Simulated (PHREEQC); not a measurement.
Polishing slurry liquid (model solution)

A solution holds 0.011 mol/kgw NH3, 0.00014 mol/kgw H4SiO4 and 0.0028 mol/kgw KH2PO4, at 25 °C. Closed to the air; pH follows from the charge balance.

All values are PHREEQC results (ion-association model, phreeqc.dat), not measurements.

```json
{
 "pH": "9.73",
 "ionic_strength": "0.00852 mol/kgw",
 "specific_conductance": "661 µS/cm",
 "total_alkalinity": "11.0 meq/kg"
}
```

| species | molality | activity | log γ |
|---|---|---|---|
| NH3 | 0.00807 | 0.00809 | 0.001 |
| NH4+ | 0.00293 | 0.00265 | -0.044 |
| K+ | 0.00279 | 0.00253 | -0.042 |
| HPO4-2 | 0.00277 | 0.00190 | -0.164 |
| H4SiO4 | 7.48e-5 | 7.49e-5 | 0.001 |
| H3SiO4- | 6.52e-5 | 5.92e-5 | -0.042 |
| OH- | 5.98e-5 | 5.42e-5 | -0.043 |
| PO4-3 | 1.10e-5 | 4.59e-6 | -0.378 |
| KHPO4- | 1.03e-5 | 9.39e-6 | -0.040 |
| H2PO4- | 6.28e-6 | 5.72e-6 | -0.040 |
| H2SiO4-2 | 3.13e-8 | 2.16e-8 | -0.162 |

No solid was allowed to form.
